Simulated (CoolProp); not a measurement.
Model: reference Helmholtz-energy equation of state, Thol 2017, in CoolProp.

Problem. For octamethyltrisiloxane (MDM), give the phase and the Z, cp (kJ/(kg K)), isothermal compressibility (1/MPa) at 301.85 °C and 4.16 bar; 301.85 °C and 15.7 bar; 301.85 °C and 59.3 bar.

Solution. 
- 301.85 °C and 4.16 bar: gas; Z 0.902, cp 2.13, isothermal compressibility 2.69
- 301.85 °C and 15.7 bar: supercritical; Z 0.400, cp 4.50, isothermal compressibility 3.41
- 301.85 °C and 59.3 bar: supercritical; Z 0.565, cp 2.42, isothermal compressibility 0.0267
